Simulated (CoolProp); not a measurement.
Vapour-liquid equilibrium of R125 (1) + dimethyl ether (2) at 0.184 MPa; x and y are mole fractions of (1).

Model: multi-fluid Helmholtz-energy mixture model, Lemmon 2005 and Wu 2011; pair parameters Bell 2016, in CoolProp.

Problem. Give the bubble temperature and the first vapour's composition at x = 0.2, 0.65, 0.8. Is there an azeotrope?

Solution. x = 0.2: 259.9 K, y = 0.294; x = 0.65: 248.2 K, y = 0.849; x = 0.8: 243.4 K, y = 0.943. No azeotrope shows between x = 0.05 and 0.95.

The pair parameters rest on a limited set of measurements; away from them the model extrapolates.
